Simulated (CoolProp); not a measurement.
Aqueous lithium chloride as a coolant, at -19 °C, 1 atm.

Computed with CoolProp (Melinder's fits for secondary coolants).

```tsv
mass %	freezing point (°C)	cp (kJ/(kg K))	Prandtl number	conductivity (W/(m K))	viscosity (mPa s)
13.8	-20.4	[?]	38.1	0.508	5.76
16.3	-28.3	[?]	40.2	0.504	6.31
18.8	-38.4	3.081	[?]	0.500	[?]
21.3	[?]	2.970	45.9	0.496	7.68
23.8	-62.0	2.896	[?]	0.493	[?]
```

What belongs in the gaps?


- 13.8, cp (kJ/(kg K)): 3.362
- 16.3, cp (kJ/(kg K)): 3.214
- 18.8, Prandtl number: 42.7
- 18.8, viscosity (mPa s): 6.93
- 21.3, freezing point (°C): -50.1
- 23.8, Prandtl number: 50.9
- 23.8, viscosity (mPa s): 8.65
